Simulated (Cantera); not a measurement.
Feed: 1 mol FeS2, 1.7 mol H2, 7.6 mol H2O, at 1025 K and 0.000220 bar.

These are equilibrium values from Cantera (NASA tables, ideal gas, pure condensed phases), not measurements of a reactor. Candidate condensed phases: Fe, FeO, Fe(OH)2, Fe(OH)3, FeS, FeSO4, FeS2, Fe2O3, Fe2(SO4)3, Fe3O4, H2O, H2SO4, S; 22 gas species. FeS: taken at fixed stoichiometry. Gases not in the tables: S3 to S7. Equilibrium is a limit: real reactors are often held back by kinetics, nucleation or transport.

Base state: H2O 0.780, H2 0.146, H2S 0.0392, S2 0.0300, SO2 0.00445, SH 6.76e-5, S2O 3.37e-5, SO 2.15e-5 (mole fractions); condensed: FeS(s).

### Question
What changes in the equilibrium state with this change: temperature from 1025 K to 2148 K?

### Answer
```
species       before     after
-----------  -------  --------
H2O            0.780     0.303
H2             0.146     0.294
H            1.12e-7     0.152
Fe             <1e-9    0.0714
OH           1.60e-9    0.0202
SO           2.15e-5    0.0517
H2S           0.0392   3.22e-5
S2            0.0300  0.000332
SO2          0.00445    0.0840
O              <1e-9   0.00738
O2             <1e-9   0.00322
FeO            <1e-9   0.00204
S            1.52e-7   0.00963
SH           6.76e-5  0.000958
FeS(s), mol     1.00         0
```
